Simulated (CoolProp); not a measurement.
Vapour-liquid equilibrium of R134a (1) + cyclopropane (2) at 1.97 MPa; x and y are mole fractions of (1).

Model: multi-fluid Helmholtz-energy mixture model, Tillner-Roth 1994 and Polt 1992; pair parameters Bell 2016, in CoolProp. This equation is an older, rougher fit; its heat capacities, sound speeds and derivatives of the liquid may be far off and weren't checked against measurements.

Give the bubble temperature and the first vapour's composition at x = 0.05, 0.5, 0.95. Is there an azeotrope?

x = 0.05: 63.9 °C, y = 0.096; x = 0.5: 55.1 °C, y = 0.490; x = 0.95: 64.3 °C, y = 0.918. y crosses x between x = 0.35 and 0.5: the model has an azeotrope there.

Pair parameters are fitted to limited data, so mixtures are less certain than the pure fluids.
